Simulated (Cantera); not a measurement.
Charge: 1 mol CH₂F₂, 0.43 mol HCl, held at 2627 °C and 0.000710 bar.

Cantera equilibrium calculation (NASA polynomials, part measured and part estimated; ideal gas, pure solids and liquids). Candidate condensed phases: C, C₆H₆, C₇H₈, C₈H₁₈; 118 gas species. Rates play no part.

Base state: HF 0.376, H 0.254, F 0.141, Cl 0.111, C₃ 0.0697, C 0.0209, CF 0.0103, C₂ 0.00887 (mole fractions); condensed: gas only.

Question: What changes in the equilibrium state with this change: CH₂F₂ replaced by c-C₄F₈?

Answer: 
```csv
species,before,after
F,0.141,0.716
C₃,0.0697,0.0987
CF,0.0103,0.0586
HF,0.376,0.0388
H,0.254,0.00518
Cl,0.111,0.0440
C₂,0.00887,0.0112
C,0.0209,0.0234
H₂,0.00348,1.44e-6
C₂H₂ (acetylene),9.80e-5,5.12e-8
HCl,0.00222,1.79e-5
CH,1.75e-5,3.99e-7
```
The feed counts by its element totals alone.
